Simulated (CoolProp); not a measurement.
Values from CoolProp's reference Helmholtz-energy equation of state, de Reuck 1993.

### Question
For methanol, give the phase and the density (kg/m³), cv (kJ/(kg K)), isothermal compressibility (1/MPa), expansivity (1/kK) at 426.4 K and 41300 kPa.

### Answer
- 426.4 K and 41300 kPa: liquid; density 712, cv 2.78, isothermal compressibility 0.00169, expansivity 1.38
